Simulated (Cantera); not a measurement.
An adiabatic, constant-volume homogeneous reactor starts with CH4 : CO : O2 : N2 = 1 : 0.099 : 1.14 : 4.28 (molar parts), at 1125 K and 2.00 bar. Integrator tolerance rtol = 1e-08.

Detailed kinetics in Cantera: GRI-Mech 3.0 (53 species, 325 reactions).

### Question
What does this change do: pressure from 2.00 bar to 5.00 bar?

### Answer
```csv
quantity,before,after
time of steepest temperature rise,0.112 s,44.3 ms
temperature at 0.300 s,2657 K,2680 K
equilibrium temperature,2657 K,2680 K
x(CH4) at 0.300 s,7.15e-11 (gas-phase equilibrium 8.05e-11),4.24e-10 (gas-phase equilibrium 4.76e-10)
x(CO) at 0.300 s,0.125 (gas-phase equilibrium 0.125),0.125 (gas-phase equilibrium 0.125)
x(O2) at 0.300 s,4.28e-5 (gas-phase equilibrium 4.28e-5),2.08e-5 (gas-phase equilibrium 2.08e-5)
x(N2O) at 0.300 s,4.04e-8 (gas-phase equilibrium 4.04e-8),4.64e-8 (gas-phase equilibrium 4.64e-8)
x(H2O2) at 0.300 s,2.15e-8 (gas-phase equilibrium 2.15e-8),2.51e-8 (gas-phase equilibrium 2.51e-8)
x(NO) at 0.300 s,0.000365 (gas-phase equilibrium 0.000365),0.000264 (gas-phase equilibrium 0.000264)
```

### Question
What does this change do: initial temperature 1125 to 975 K?

### Answer
```tsv
quantity	before	after
time of steepest temperature rise	0.112 s	not reached
temperature at 0.300 s	2657 K	976 K
equilibrium temperature	2657 K	2556 K
x(CH4) at 0.300 s	7.15e-11 (gas-phase equilibrium 8.05e-11)	0.153 (gas-phase equilibrium 1.48e-10)
x(CO) at 0.300 s	0.125 (gas-phase equilibrium 0.125)	0.0152 (gas-phase equilibrium 0.124)
x(O2) at 0.300 s	4.28e-5 (gas-phase equilibrium 4.28e-5)	0.175 (gas-phase equilibrium 1.54e-5)
x(N2O) at 0.300 s	4.04e-8 (gas-phase equilibrium 4.04e-8)	5.09e-12 (gas-phase equilibrium 2.16e-8)
x(H2O2) at 0.300 s	2.15e-8 (gas-phase equilibrium 2.15e-8)	1.59e-7 (gas-phase equilibrium 1.12e-8)
x(NO) at 0.300 s	0.000365 (gas-phase equilibrium 0.000365)	<1e-12 (gas-phase equilibrium 0.000186)
```
Below about 1000 K GRI-Mech 3.0 lacks low-temperature oxidation paths.

### Question
What does this change do: CH4 1 to 0.39 parts?

### Answer
| quantity | before | after |
|---|---|---|
| time of steepest temperature rise | 0.112 s | 70.5 ms |
| temperature at 0.300 s | 2657 K | 2687 K |
| equilibrium temperature | 2657 K | 2687 K |
| x(CH4) at 0.300 s | 7.15e-11 (gas-phase equilibrium 8.05e-11) | <1e-12 (gas-phase equilibrium <1e-12) |
| x(CO) at 0.300 s | 0.125 (gas-phase equilibrium 0.125) | 0.0132 (gas-phase equilibrium 0.0132) |
| x(O2) at 0.300 s | 4.28e-5 (gas-phase equilibrium 4.28e-5) | 0.0488 (gas-phase equilibrium 0.0488) |
| x(N2O) at 0.300 s | 4.04e-8 (gas-phase equilibrium 4.04e-8) | 1.67e-6 (gas-phase equilibrium 1.67e-6) |
| x(H2O2) at 0.300 s | 2.15e-8 (gas-phase equilibrium 2.15e-8) | 5.98e-7 (gas-phase equilibrium 5.98e-7) |
| x(NO) at 0.300 s | 0.000365 (gas-phase equilibrium 0.000365) | 0.0144 (gas-phase equilibrium 0.0144) |
